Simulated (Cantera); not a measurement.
What does this Cantera script print?

```python
import numpy as np
import cantera as ct

gas_names = [...]  # 113 gases of nasa_gas.yaml made of C, Cu, H, O
cond_names = """
    C(gr) C6H6(L) C7H8(L) C8H18(L),n-octa Cu(cr) Cu(L) CuO(s) CuO2H2(s) Cu2O(s) Cu2O(L) H2O(s) H2O(L)
""".split()


# ... load() reads the species with a 1 bar reference pressure and builds the phases ...
atoms = {
    'CuO': {'Cu': 1, 'O': 1},
    'CO': {'C': 1, 'O': 1},
    'H2': {'H': 2},
}
top_T = {'C(gr)': 4500, 'CuO(s)': 1390}  # K; cautious upper limits of use, not melting points


# ... equilibrate(T, P, feed) seeds the gas with the atoms and calls Mixture.equilibrate('TP', solver="vcs", rtol=1e-11, max_steps=5000) ...
results = []
feed = {'CuO': 1, 'CO': 4.7, 'H2': 15}  # mol
P = 410  # Pa
for T in [1198, 1273, 1348, 1423, 1498, 1573, 1648]:
    mix = equilibrate(T, P, feed)
    results.append((T, P, feed, dict(zip(mix.species_names, mix.species_moles))))
    x = sorted(zip(gas.X, gas.species_names), reverse=True)
    print(f"T = {T:g} K  P = {P:g} Pa  gas = {mix.phase_moles(0):.4g} mol")
    print("   x: " + "  ".join(f"{s} {v:.3e}" for v, s in x if v > 0.0001))
    print("   condensed (mol): " + ("  ".join(f"{mix.phase(i).name} {mix.phase_moles(i):.4g}"
          for i in range(1, mix.n_phases) if mix.phase_moles(i) > 1e-12) or "none"))
```

It prints:

```
T = 1198 K  P = 410 Pa  gas = 19.7 mol
   x: H2 7.202e-01  CO 2.290e-01  H2O 4.117e-02  CO2 9.587e-03
   condensed (mol): Cu(cr) 0.9999
T = 1273 K  P = 410 Pa  gas = 19.7 mol
   x: H2 7.189e-01  CO 2.303e-01  H2O 4.253e-02  CO2 8.233e-03
   condensed (mol): Cu(cr) 0.9996
T = 1348 K  P = 410 Pa  gas = 19.7 mol
   x: H2 7.177e-01  CO 2.314e-01  H2O 4.358e-02  CO2 7.178e-03  Cu 1.142e-04
   condensed (mol): Cu(cr) 0.9977
T = 1423 K  P = 410 Pa  gas = 19.71 mol
   x: H2 7.166e-01  CO 2.321e-01  H2O 4.439e-02  CO2 6.344e-03  Cu 5.103e-04
   condensed (mol): Cu(L) 0.9899
T = 1498 K  P = 410 Pa  gas = 19.74 mol
   x: H2 7.148e-01  CO 2.324e-01  H2O 4.499e-02  CO2 5.671e-03  Cu 1.939e-03  H 2.269e-04
   condensed (mol): Cu(L) 0.9617
T = 1573 K  P = 410 Pa  gas = 19.83 mol
   x: H2 7.107e-01  CO 2.319e-01  H2O 4.531e-02  Cu 6.467e-03  CO2 5.110e-03  H 5.353e-04
   condensed (mol): Cu(L) 0.8716
T = 1648 K  P = 410 Pa  gas = 20.1 mol
   x: H2 7.006e-01  CO 2.292e-01  H2O 4.514e-02  Cu 1.927e-02  CO2 4.610e-03  H 1.164e-03
   condensed (mol): Cu(L) 0.6121
```

Cantera equilibrium calculation (NASA polynomials, part measured and part estimated; ideal gas, pure solids and liquids).
